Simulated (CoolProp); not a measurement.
A single-stage vapour-compression cycle with ammonia: evaporating at 213.15 K (dew point), condensing at 278.15 K (bubble point), superheat 2 K, subcooling 0 K, compressor efficiency 0.6, no pressure losses. Each further row changes one setting.

Model: reference Helmholtz-energy equation of state, Gao 2020, in CoolProp.

| case | cooling COP | pressure ratio | discharge temperature (K) | refrigerating effect (kJ/kg) | volumetric capacity (kJ/m³) |
|---|---|---|---|---|---|
| as stated | … | 23.6 | 573.3 | 1160 | 243 |
| evaporating temperature 218.15 K | … | 17.1 | … | 1160 | 330 |
| condensing temperature 273.15 K | 1.58 | … | 548.2 | 1180 | 248 |
| subcooling 5 K | … | 23.6 | 573.3 | 1180 | 248 |
| superheat 12 K | 1.39 | 23.6 | … | 1180 | 236 |
| compressor efficiency 0.5 | … | 23.6 | … | 1160 | 243 |

Question: Complete the blanks.

Answer: 
- as stated, cooling COP: 1.42
- evaporating temperature 218.15 K, cooling COP: 1.63
- evaporating temperature 218.15 K, discharge temperature (K): 539.0
- condensing temperature 273.15 K, pressure ratio: 19.7
- subcooling 5 K, cooling COP: 1.45
- superheat 12 K, discharge temperature (K): 595.1
- compressor efficiency 0.5, cooling COP: 1.19
- compressor efficiency 0.5, discharge temperature (K): 634.1
